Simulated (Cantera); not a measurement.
Equilibrium for silicon epitaxy and polysilicon growth: SiHCl3 + N2

A closed system holds: 1 mol SiHCl3, 17 mol N2, at 0.270 bar.

Equilibrium computed with Cantera from the NASA thermochemical tables; the gas is ideal and each condensed phase is pure. Candidate condensed phases: NH4Cl, Si, Si3N4; 28 gas species. N2 is the only nitrogen source here; it is nearly inert below about 1500 K, so the nitride shown seldom forms there in practice. The tables' values for SiCl3 are old estimates; treat these amounts as uncertain. Kinetics and transport are ignored.

| T (°C) | x N2 | x HCl | x SiCl4 | x SiCl3 | x H2 | x SiCl2 | x SiHCl3 | n Si3N4(s) |
|---|---|---|---|---|---|---|---|---|
| 950 | 0.919 | 0.0468 | 0.0292 | 0.000425 | 0.00407 | 4.94e-5 | 7.84e-5 | 0.153 |
| 975 | 0.919 | 0.0470 | 0.0290 | 0.000585 | 0.00399 | 8.53e-5 | 8.67e-5 | 0.153 |
| 1000 | 0.919 | 0.0471 | 0.0288 | 0.000795 | 0.00391 | 0.000144 | 9.54e-5 | 0.153 |
| 1025 | 0.919 | 0.0473 | 0.0285 | 0.00106 | 0.00384 | 0.000238 | 0.000104 | 0.152 |
| 1050 | 0.919 | 0.0474 | 0.0281 | 0.00141 | 0.00377 | 0.000385 | 0.000114 | 0.152 |
| 1075 | 0.919 | 0.0474 | 0.0276 | 0.00183 | 0.00372 | 0.000609 | 0.000123 | 0.150 |
| 1100 | 0.918 | 0.0475 | 0.0270 | 0.00235 | 0.00367 | 0.000946 | 0.000132 | 0.149 |
| 1125 | 0.918 | 0.0475 | 0.0263 | 0.00298 | 0.00364 | 0.00144 | 0.000141 | 0.146 |
| 1150 | 0.918 | 0.0475 | 0.0253 | 0.00371 | 0.00362 | 0.00215 | 0.000150 | 0.143 |
| 1175 | 0.917 | 0.0475 | 0.0242 | 0.00455 | 0.00361 | 0.00314 | 0.000157 | 0.139 |
x: gas mole fraction; n: condensed amount in mol.

From 950 °C to 1175 °C the condensed part is Si3N4(s). The main Si-bearing gas is SiCl4 throughout.
